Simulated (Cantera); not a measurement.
Equilibrium for chlorosilane synthesis and conversion: Si + Cl2 + H2

Feed: 1 mol Si, 2.8 mol Cl2, 0.22 mol H2, at 900 K and 1 atm.

Method: chemical equilibrium by Gibbs-energy minimisation in Cantera with the NASA 1993 tables (ideal gas, pure condensed phases). Candidate condensed phases: Si; 19 gas species. Equilibrium is a limit: real reactors are often held back by kinetics, nucleation or transport.

* **x(SiCl4)**: 0.495
* **x(Cl2)**: 0.287
* **x(HCl)**: 0.218
* **x(Cl)**: 3.94e-5
* **gas amount**: 2.020 mol
* **log10 activity of Si(s) (absent)**: -30.78
